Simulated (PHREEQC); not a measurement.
Consider water at 15 °C with 0.26 mol K2CO3 and 0.019 mol CO2 per kg of water. Closed to the air; pH follows from the charge balance.

The numbers come from PHREEQC with the ion-association model, phreeqc.dat.

```
quantity                   before    after
------------------------  -------  -------
pH                          10.71     5.32
ionic strength (mol/kgw)    0.761    0.260
CO3-2 (mol/kgw)             0.241  3.76e-8
HCO3- (mol/kgw)            0.0384  0.00193
CO2 (mol/kgw)             1.13e-6   0.0171
```

Question: Which change was made?
A. 0.0026 mol/kgw HF added
B. K2CO3 replaced by KF at the same molality
C. K2CO3 from 0.26 to 0.13 mol/kgw
D. K2CO3 from 0.26 to 0.234 mol/kgw
E. K2CO3 left out

Answer: B, K2CO3 replaced by KF at the same molality

This is a speciation only: nothing precipitates in the calculation. The ionic strength passes 0.7 mol/kgw, the rough limit of the ion-association models, in before.
